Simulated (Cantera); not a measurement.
An isothermal, constant-pressure homogeneous reactor starts with CH4 : N2 : H2O = 1 : 1.4 : 0.027 (molar parts), at 1775 K and 2.93 Torr.

Computed with Cantera and GRI-Mech 3.0 (53 species, 325 reactions). GRI-Mech 3.0 stops at C3 and has no aromatics, soot or wall deposition, so with more carbon than oxygen in the feed, carbon stays in small species such as C2H2 where larger ones or solid carbon would form. Radical loss at walls, strong at low pressure, is not modelled.

Problem. Predict: x(CH4) at 10.0 s; x(CH3) at 10.0 s; x(C2H) at 10.0 s; x(CH2) at 10.0 s; x(HCN) at 10.0 s.

Solution. 
| Property | Result |
|---|---|
| x(CH4) at 10.0 s | 0.000710 (gas-phase equilibrium 2.37e-5) |
| x(CH3) at 10.0 s | 9.17e-5 (gas-phase equilibrium 3.36e-6) |
| x(C2H) at 10.0 s | 7.07e-6 (gas-phase equilibrium 4.81e-6) |
| x(CH2) at 10.0 s | 6.38e-7 (gas-phase equilibrium 2.59e-8) |
| x(HCN) at 10.0 s | 3.37e-5 (gas-phase equilibrium 0.106) |
